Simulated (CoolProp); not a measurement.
The fluid at 298.15 K and 0.327 MPa (gas) is heated at constant pressure to 469.9 K. The same conditions are run with several fluids, on thermodynamics alone (safety and materials aside).

Model: reference Helmholtz-energy equation of state of each fluid (R152A: Outcalt 1996; sulfur hexafluoride: Guder 2009; propane: Lemmon 2009; carbon monoxide: Lemmon 2006), in CoolProp.

```tsv
fluid	heat (kJ/kg)	final density (kg/m³)
R152A	216	5.60
sulfur hexafluoride	134	12.3
propane	358	3.74
carbon monoxide	180	2.34
```
